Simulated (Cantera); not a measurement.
An adiabatic, constant-pressure homogeneous reactor starts with 10.4 % CH4, 18.8 % O2, 70.8 % N2, equivalence ratio 1.1, at 1648 K and 5.00 bar.

Cantera simulation using GRI-Mech 3.0 (53 species, 325 reactions); the numbers are that mechanism's predictions, not measurements.

**Question.** Predict: time of steepest temperature rise; temperature at 0.400 s; equilibrium temperature; x(O2) at 0.400 s; x(O) at 0.400 s; x(N2O) at 0.400 s.

**Answer.** 
* **time of steepest temperature rise**: 91.4 µs
* **temperature at 0.400 s**: 2927 K
* **equilibrium temperature**: 2927 K
* **x(O2) at 0.400 s**: 0.0109 (gas-phase equilibrium 0.0109)
* **x(O) at 0.400 s**: 0.00410 (gas-phase equilibrium 0.00410)
* **x(N2O) at 0.400 s**: 1.06e-6 (gas-phase equilibrium 1.06e-6)
